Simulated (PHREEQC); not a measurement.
0.72 g of hydrous ferric oxide (600 m²/g; 0.2 weak and 0.005 strong sites per Fe, Dzombak-Morel constants, diffuse double layer) in 1 kg of water with 0.1 mol/kgw of an inert sodium salt and 2e-05 mol NaH2PO4, 7.4e-05 mol ZnCl2 and 2e-06 mol NiCl2, at 25 °C; the pH is set by adding NaOH or the inert anion's acid. Oxygen is held at 0.21 atm. No CO2 enters from the air. Nothing may precipitate in this run.

The series has 17 steps of pH, from 3 to 11.

Equilibrium calculation in PHREEQC: ion-association model, wateq4f.dat.

Task: Near which pH is half of the P sorbed, and on which side is more sorbed?

Result: Near pH 9.5, with more sorbed at lower pH.

Task: Near which pH is half of the Zn sorbed, and on which side is more sorbed?

Result: Near pH 6.1, with more sorbed at higher pH.

Task: Near which pH is half of the Ni sorbed, and on which side is more sorbed?

Result: Near pH 6.7, with more sorbed at higher pH.

Complexes and solids missing from the database can't appear. H3PO4, which wateq4f.dat lacks, is added to it with the constant of phreeqc.dat. The database has no phosphate complexes of Zn, Ni. The oxide is taken as insoluble; below pH 4 it would dissolve.
